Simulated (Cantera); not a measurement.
Input: 1 mol MgSO₄, a varied amount of C, 4.8 mol H₂O, held at 1075 °C and 13.3 mbar.

Cantera equilibrium calculation (NASA polynomials, part measured and part estimated; ideal gas, pure solids and liquids). Candidate condensed phases: C, C₆H₆, C₇H₈, C₈H₁₈, H₂O, H₂SO₄, Mg, MgCO₃, MgO, Mg(OH)₂, MgS, MgSO₄, S; 130 gas species. Rates play no part.

Task: At 1.2 mol C, list the 7 most abundant gas species with their mole fractions, and the condensed phases.

Result: H₂O 0.639, CO₂ 0.149, SO₂ 0.0915, H₂ 0.0597, CO 0.0273, S₂ 0.0227, H₂S 0.00855. Condensed: MgO(s).
